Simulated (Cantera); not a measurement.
Gas mixture: CO₂ = 0.92 (molar parts), at 4.93 atm, frozen composition.

Cantera's kinetic-theory transport with the Lennard-Jones parameters of GRI-Mech 3.0, ideal gas; thermal conductivity in the mixture-averaged form.

D: mixture-averaged diffusion coefficient of that species in the mixture.

```csv
T (K),ρ (kg/m³),cp (J/kg/K),μ (µPa s),λ (mW/m/K),Pr,D (cm²/s) NH₃,D (cm²/s) H₂,D (cm²/s) H₂O
400,6.62,937.9,?,25.3,0.731,0.0568,0.222,0.0580
550,4.81,1047,?,37.2,0.731,0.105,0.382,0.108
700,3.78,1127,?,48.5,0.731,0.166,0.574,0.172
850,3.11,1187,?,59.2,0.731,0.236,0.794,0.246
1000,2.65,1234,?,69.2,0.731,0.316,1.04,0.331
1150,2.30,1269,?,78.6,0.730,0.405,1.31,0.425
```

Question: Fill in the missing entries.

Answer: 
- 400, μ (µPa s): 19.8
- 550, μ (µPa s): 26.0
- 700, μ (µPa s): 31.5
- 850, μ (µPa s): 36.4
- 1000, μ (µPa s): 41.0
- 1150, μ (µPa s): 45.2
